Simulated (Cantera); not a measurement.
Charge: 1 mol Si, a varied amount of H2O, 18 mol H2, held at 2023 K and 1.00 bar.

Equilibrium computed with Cantera from the NASA thermochemical tables; the gas is ideal and each condensed phase is pure. Candidate condensed phases: H2O, Si, SiO2; 18 gas species. Gases not in the tables: Si2H6 and higher silanes. The numbers say what is thermodynamically allowed, not how fast it happens.

Problem. At 1 mol H2O, list the 7 most abundant gas species with their mole fractions, and the condensed phases.

Solution. H2 0.948, SiO 0.0499, H 0.00185, H2O 8.01e-5, SiH2 4.40e-5, Si 2.18e-5, SiH 1.37e-5. Condensed: gas only.
